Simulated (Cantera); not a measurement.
A Cantera script and what it prints.

```python
import numpy as np
import cantera as ct

gas_names = """
    CL CLO CL2 N NO NO2 NO3 N2 N2O O O2 O3 Si SiCL SiCL2 SiCL3 SiCL4 SiN SiO SiO2 Si2 Si2N Si3
""".split()
cond_names = """
    Si(cr) Si(L) SiO2(Lqz) SiO2(hqz) SiO2(L) Si2N2O(s) Si3N4(a)
""".split()


# ... load() reads the species with a 1 bar reference pressure and builds the phases ...
atoms = {
    'SiCl4': {'Si': 1, 'CL': 4},
    'NO': {'N': 1, 'O': 1},
}
top_T = {'Si2N2O(s)': 2100, 'Si3N4(a)': 2400}  # K; cautious upper limits of use, not melting points


# ... equilibrate(T, P, feed) seeds the gas with the atoms and calls Mixture.equilibrate('TP', solver="vcs", rtol=1e-11, max_steps=5000) ...
results = []
feed = {'SiCl4': 1, 'NO': 24}  # mol
T = 1425  # K
P = 87000  # Pa
mix = equilibrate(T, P, feed)
results.append((T, P, feed, dict(zip(mix.species_names, mix.species_moles))))
print(gas.report(threshold=1e-05))
for i in range(1, mix.n_phases):
    print(f"{mix.phase(i).name:16s} {mix.phase_moles(i):12.5e} mol")
```

Output:

```
       temperature   1425 K
          pressure   87000 Pa
           density   0.24255 kg/m^3
  mean mol. weight   33.031 kg/kmol
   phase of matter   gas

                          1 kg             1 kmol
                     ---------------   ---------------
          enthalpy        1.1601e+06        3.8318e+07  J
   internal energy        8.0137e+05         2.647e+07  J
           entropy            7837.6        2.5888e+05  J/K
    Gibbs function       -1.0008e+07       -3.3059e+08  J
 heat capacity c_p            1071.4             35391  J/K
 heat capacity c_v            819.72             27076  J/K

                      mass frac. Y      mole frac. X     chem. pot. / RT
                     ---------------   ---------------   ---------------
                CL          0.010788          0.010052           -16.458
               CLO        0.00026248        0.00016851            -30.75
               CL2           0.15989          0.074488           -32.916
                NO         0.0008483        0.00093382            -27.66
                N2           0.40465           0.47712           -26.735
                O2           0.42355           0.43723           -28.584
     [  +17 minor]        1.2521e-05        9.6251e-06

Si(cr)            0.00000e+00 mol
SiO2(hqz)         1.00000e+00 mol
Si2N2O(s)         0.00000e+00 mol
Si3N4(a)          0.00000e+00 mol
```

Method: chemical equilibrium by Gibbs-energy minimisation in Cantera with the NASA 1993 tables (ideal gas, pure condensed phases). The tables hold silica as quartz up to 1696 K and as liquid above; real silica turns to tridymite and cristobalite and melts near 1996 K.
